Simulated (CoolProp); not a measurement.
Vapour-liquid equilibrium of dimethyl carbonate (1) + n-octane (2) at 561 kPa; x and y are mole fractions of (1).

Model: multi-fluid Helmholtz-energy mixture model, Zhou 2011 and Beckmüller 2019; pair parameters Bell 2016, in CoolProp.

| x | bubble temperature, mixture model (°C) | bubble temperature, Raoult's law (°C) | y, mixture model | y, Raoult's law |
|---|---|---|---|---|
| 0.05 | 192.0 | 197.2 | (withheld) | 0.114 |
| 0.2 | 173.9 | 187.5 | (withheld) | 0.383 |
| 0.35 | 164.4 | 179.4 | 0.625 | 0.574 |
| 0.5 | 159.4 | 172.5 | (withheld) | 0.717 |
| 0.65 | 156.6 | 166.5 | 0.769 | 0.826 |
| 0.8 | (withheld) | 161.3 | 0.836 | 0.912 |
| 0.95 | 154.7 | 156.6 | 0.943 | 0.980 |

### Question
Some entries are withheld; supply them.

### Answer

- 0.05, y, mixture model: 0.171
- 0.2, y, mixture model: 0.481
- 0.5, y, mixture model: 0.707
- 0.8, bubble temperature, mixture model (°C): 154.9

The largest gap from Raoult's law is -15.0 K in bubble temperature, at x = 0.35. y crosses x between x = 0.8 and 0.95: the model has an azeotrope there.

The pair parameters rest on a limited set of measurements; away from them the model extrapolates.
